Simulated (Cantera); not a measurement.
A perfectly stirred reactor is fed with CH4 : H2O : H2 = 1 : 4.3 : 0.074 (molar parts), at 750 Torr; it is held at 1398 K, and followed from long to short residence time.

Computed with Cantera and GRI-Mech 3.0 (53 species, 325 reactions).

```csv
quantity,before,after
x(CH4) at τ = 14.0 s,0.0842,0.247
x(H2O) at τ = 14.0 s,0.674,0.275
x(H2) at τ = 14.0 s,0.187,0.362
x(C2H) at τ = 14.0 s,2.08e-10,4.43e-10
x(C2H2) at τ = 14.0 s,0.0236,0.0713
x(CH4) at τ = 0.220 s,0.176,0.543
x(H2O) at τ = 0.220 s,0.794,0.374
x(H2) at τ = 0.220 s,0.0254,0.0717
x(C2H) at τ = 0.220 s,3.05e-11,4.05e-11
x(C2H2) at τ = 0.220 s,0.00287,0.00715
```

### Question
Which change was made?
A) pressure from 750 Torr to 263 Torr
B) H2O 4.3 to 0.66 parts
C) CH4 1 to 0.56 parts
D) pressure from 750 Torr to 7500 Torr

### Answer
B, H2O 4.3 to 0.66 parts
